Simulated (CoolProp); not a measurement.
Saturation properties of C2F6 (R116).

Model: reference Helmholtz-energy equation of state, Lemmon 2006, in CoolProp. It is a short technical equation, of lower accuracy than the large ones.

```json
[
 {"T (K)": "179.4", "p (MPa)": "0.04007", "vapour density (kg/m³)": "3.795", "liquid conductivity (mW/(m K))": "82.5"},
 {"T (K)": "185", "p (MPa)": "0.05702", "vapour density (kg/m³)": "5.274", "liquid conductivity (mW/(m K))": "80.2"},
 {"T (K)": "190.6", "p (MPa)": "0.07922", "vapour density (kg/m³)": "7.171", "liquid conductivity (mW/(m K))": "77.9"},
 {"T (K)": "196.3", "p (MPa)": "0.1083", "vapour density (kg/m³)": "9.609", "liquid conductivity (mW/(m K))": "75.6"},
 {"T (K)": "201.9", "p (MPa)": "0.1443", "vapour density (kg/m³)": "12.59", "liquid conductivity (mW/(m K))": "73.4"},
 {"T (K)": "207.5", "p (MPa)": "0.1889", "vapour density (kg/m³)": "16.25", "liquid conductivity (mW/(m K))": "71.1"},
 {"T (K)": "213.1", "p (MPa)": "0.2434", "vapour density (kg/m³)": "20.69", "liquid conductivity (mW/(m K))": "68.9"},
 {"T (K)": "218.7", "p (MPa)": "0.3091", "vapour density (kg/m³)": "26.04", "liquid conductivity (mW/(m K))": "66.7"},
 {"T (K)": "224.3", "p (MPa)": "0.3874", "vapour density (kg/m³)": "32.43", "liquid conductivity (mW/(m K))": "64.5"},
 {"T (K)": "229.9", "p (MPa)": "0.4797", "vapour density (kg/m³)": "40.03", "liquid conductivity (mW/(m K))": "62.3"},
 {"T (K)": "235.5", "p (MPa)": "0.5875", "vapour density (kg/m³)": "49.04", "liquid conductivity (mW/(m K))": "60.1"},
 {"T (K)": "241.2", "p (MPa)": "0.7149", "vapour density (kg/m³)": "59.91", "liquid conductivity (mW/(m K))": "57.8"},
 {"T (K)": "246.8", "p (MPa)": "0.8588", "vapour density (kg/m³)": "72.58", "liquid conductivity (mW/(m K))": "55.6"},
 {"T (K)": "252.4", "p (MPa)": "1.023", "vapour density (kg/m³)": "87.63", "liquid conductivity (mW/(m K))": "53.3"}
]
```

It boils at 195.1 K under 1 atm.

Thermal conductivity comes from a separate model (Huber 2003), an estimate that may be off by 10 % or more.
